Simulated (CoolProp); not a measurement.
Model: reference Helmholtz-energy equation of state, Lemmon 2016, in CoolProp.

**Question.** Give the vapour pressure (MPa), vapour density (kg/m³), liquid cp (kJ/(kg K)), surface tension (mN/m) of saturated R365MFC at 296, 374.3 K.

**Answer.** 
```tsv
T (K)	p (MPa)	vapour density (kg/m³)	liquid cp (kJ/(kg K))	surface tension (mN/m)
296	0.0520	3.22	1.37	15.3
374.3	0.603	34.1	1.57	6.99
```

Surface tension comes from a separate correlation (Mulero 2012).
